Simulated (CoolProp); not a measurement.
Aqueous ethanol as a coolant, at 5 °C, 1 atm.

Computed with CoolProp (Melinder's fits for secondary coolants).

```csv
mass %,freezing point (°C),density (kg/m³),cp (kJ/(kg K)),conductivity (W/(m K)),viscosity (mPa s)
1.3,-0.6,997.4,4.235,0.563,1.62
8.5,-3.6,986.4,4.362,0.518,2.44
15.8,-7.9,978.6,4.391,0.476,3.47
23,-13.7,971.2,?,?,4.45
30.2,-20.3,962.2,4.174,?,5.17
37.4,-27.2,950.7,3.997,0.366,?
44.6,-33.5,936.9,3.818,0.335,5.43
51.9,-39.0,921.3,3.640,0.306,5.12
59.1,-44.2,905.3,3.426,0.280,4.64
```

Problem. Fill in the missing entries.

Solution. 
- 23, cp (kJ/(kg K)): 4.319
- 23, conductivity (W/(m K)): 0.436
- 30.2, conductivity (W/(m K)): 0.400
- 37.4, viscosity (mPa s): 5.48
